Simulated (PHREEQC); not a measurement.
0.1 g of hydrous ferric oxide (600 m²/g; 0.2 weak and 0.005 strong sites per Fe, Dzombak-Morel constants, diffuse double layer) in 1 kg of water with 0.01 mol/kgw of an inert sodium salt, at 25 °C; the pH is set by adding NaOH or the inert anion's acid. Oxygen alone is held at its pressure in air (log pO2 = -0.68). CO2 from the air is kept out. Precipitation was switched off in this run.

Base run: PHREEQC, ion-association model, wateq4f.dat. Each further column changes one thing. The table gives surface charge σ (C/m²).

| pH | base | background salt from 0.01 to 0.001 mol/kgw | oxide from 0.1 to 0.5 g/kgw | 2.5e-05 mol/kgw CuCl2 added |
|---|---|---|---|---|
| 4 | 0.216 | 0.118 | 0.217 | 0.217 |
| 5 | 0.113 | 0.050 | 0.114 | ___ |
| 6 | 0.050 | ___ | 0.050 | 0.057 |
| 7 | 0.017 | 0.006 | 0.017 | ___ |
| 8 | 0.001 | 0.000 | 0.001 | ___ |
| 9 | -0.013 | -0.004 | -0.013 | ___ |
| 10 | -0.040 | ___ | -0.040 | -0.032 |

### Question
Fill in the missing entries.

### Answer

- 5, 2.5e-05 mol/kgw CuCl2 added: 0.116
- 6, background salt from 0.01 to 0.001 mol/kgw: 0.019
- 7, 2.5e-05 mol/kgw CuCl2 added: 0.022
- 8, 2.5e-05 mol/kgw CuCl2 added: 0.004
- 9, 2.5e-05 mol/kgw CuCl2 added: -0.009
- 10, background salt from 0.01 to 0.001 mol/kgw: -0.015

 The database's constant for dissolved Cu(OH)2 is higher than later reviews accept.
